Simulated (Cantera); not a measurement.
Standard-state values (1 bar) from the NASA 1993 polynomials, evaluated with Cantera. Values are per mole of reaction as written; species without (g) are pure solids or liquids, kept so even where they would boil at 1 bar.

Problem. Between 775 and 1375 K, where is each reaction favourable under standard conditions?
- NO(g) + 3 Al → AlN + Al2O(g)

Solution. 
- NO(g) + 3 Al → AlN + Al2O(g): ΔG° is -532 kJ at 775 K and -490 kJ at 1375 K; it stays negative (K > 1). ΔH° is -606 kJ and ΔS° -84 J/K at 1375 K.
